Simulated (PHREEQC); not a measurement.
**Single salt, acid or base with nickel, zinc or cadmium bath: speciation**

Solution A (0.0068 mol K2CO3 per kg of water) is mixed with solution B (0.011 mol/kgw ZnSO4 and 0.0012 mol/kgw Na2SO4) at 25 °C; shares are by mass of water, 1 kg in all. Oxygen is held at 0.21 atm. No CO2 enters from the air. Only these solids could form: Zincite(c), ZnCO3:H2O, Zn4(OH)6SO4, Mirabilite, Goslarite, Nahcolite, Natron.

The series has 21 steps of share of solution B, from 0 to 1.

The numbers come from PHREEQC with the ion-association model, wateq4f.dat.

Q: Which solids form, in which order, and at which step of the series does each first stand?

A: Zincite(c) from share of solution B = 0.05 (pH 10.64), last present at share of solution B = 0.75; ZnCO3:H2O from share of solution B = 0.25 (pH 8.66), last present at share of solution B = 0.95; Zn4(OH)6SO4 from share of solution B = 0.8 (pH 6.85), last present at share of solution B = 0.95.

Species that the database lacks are ignored. The database's zinc carbonate complexes are estimates, stronger than later reviews accept.
